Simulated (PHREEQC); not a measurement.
Solution A (0.021 mol NH4Cl, 0.00012 mol Na2HPO4 and 0.00081 mol KCl per kg of water) is mixed with solution B (0.11 mol/kgw HF) at 15 °C; shares are by mass of water, 1 kg in all. O2 is buffered at 0.21 atm. The system is closed to CO2. Only these solids could form: Halite.

Equilibrium calculation in PHREEQC: ion-association model, wateq4f.dat.

Q: Predict pH, H2PO4- (mol/kgw) at share of solution B = 0.2, 0.6, 0.8.

A: 
| share of solution B | pH | H2PO4- (mol/kgw) |
|---|---|---|
| 0.2 | 2.44 | 6.80e-5 |
| 0.6 | 2.20 | 2.77e-5 |
| 0.8 | 2.14 | 1.29e-5 |

Complexes and solids missing from the database can't appear. wateq4f.dat counts part of the HF as a dimer, H2F2, which phreeqc.dat doesn't know; its constant is uncertain. H3PO4, which wateq4f.dat lacks, is added to it with the constant of phreeqc.dat.
